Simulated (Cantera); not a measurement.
An isothermal, constant-pressure homogeneous reactor starts with H2 : O2 = 0.025 : 1 (molar parts), equivalence ratio 0.013, at 975 K and 4.58 Torr. Integrator tolerance rtol = 1e-08.

Model: the H2/O2 subset of GRI-Mech 3.0, which has no nitrogen chemistry, integrated in Cantera. Radical loss at walls, strong at low pressure, is not modelled.

### Question
What does this change do: temperature 975 to 1425 K?

### Answer
```
quantity                                             before                                      after
-----------------  ----------------------------------------  -----------------------------------------
x(H2) at 30.0 s    1.59e-8 (gas-phase equilibrium 1.31e-11)    8.59e-7 (gas-phase equilibrium 2.12e-7)
x(O2) at 30.0 s         0.975 (gas-phase equilibrium 0.975)        0.975 (gas-phase equilibrium 0.975)
x(H2O) at 30.0 s      0.0247 (gas-phase equilibrium 0.0247)      0.0246 (gas-phase equilibrium 0.0246)
x(HO2) at 30.0 s   5.87e-9 (gas-phase equilibrium 2.71e-10)    3.23e-8 (gas-phase equilibrium 4.85e-8)
x(OH) at 30.0 s     6.10e-6 (gas-phase equilibrium 1.82e-7)  0.000207 (gas-phase equilibrium 0.000103)
x(H2O2) at 30.0 s  1.51e-9 (gas-phase equilibrium 3.86e-12)  5.65e-10 (gas-phase equilibrium 2.50e-10)
x(H) at 30.0 s       1.97e-9 (gas-phase equilibrium <1e-12)    3.31e-7 (gas-phase equilibrium 4.05e-8)
```
